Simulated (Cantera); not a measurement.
Charge: 1 mol SiH2Cl2, 0.15 mol HCl, 2.9 mol H2, equilibrated at 948.15 K and 263 Torr.

Method: chemical equilibrium by Gibbs-energy minimisation in Cantera with the NASA 1993 tables (ideal gas, pure condensed phases). Candidate condensed phases: Si; 19 gas species. The tables' values for SiCl3 are old estimates; treat these amounts as uncertain. Kinetics and transport are ignored.

Base state: H2 0.863, SiCl4 0.0877, SiHCl3 0.0384, HCl 0.00889, SiH2Cl2 0.00170, SiCl3 0.000601, SiCl2 0.000139, SiH3Cl 1.88e-5 (mole fractions); condensed: Si(s).

**Question.** What changes in the equilibrium state with this change: pressure from 263 Torr to 7.50 Torr?

**Answer.** 
| species | before | after |
|---|---|---|
| H2 | 0.863 | 0.859 |
| SiCl4 | 0.0877 | 0.0986 |
| HCl | 0.00889 | 0.0222 |
| SiHCl3 | 0.0384 | 0.0172 |
| SiH3Cl | 1.88e-5 | 1.34e-6 |
| SiCl2 | 0.000139 | 0.000874 |
| SiH2Cl2 | 0.00170 | 0.000304 |
| SiCl3 | 0.000601 | 0.00160 |
| Si(s), mol | 0.425 | 0.464 |

**Question.** What changes in the equilibrium state with this change: temperature from 948.15 K to 1123.15 K?

**Answer.** 
```tsv
species	before	after
H2	0.863	0.843
SiCl4	0.0877	0.0796
HCl	0.00889	0.0345
SiHCl3	0.0384	0.0334
SiCl2	0.000139	0.00298
SiCl3	0.000601	0.00437
SiH3Cl	1.88e-5	2.36e-5
SiH2Cl2	0.00170	0.00172
Si(s), mol	0.425	0.448
```

**Question.** What changes in the equilibrium state with this change: pressure from 263 Torr to 10.0 Torr?

**Answer.** 
```csv
species,before,after
H2,0.863,0.860
SiCl4,0.0877,0.0983
HCl,0.00889,0.0207
SiHCl3,0.0384,0.0184
SiH3Cl,1.88e-5,1.66e-6
SiCl2,0.000139,0.000756
"Si(s), mol",0.425,0.461
```
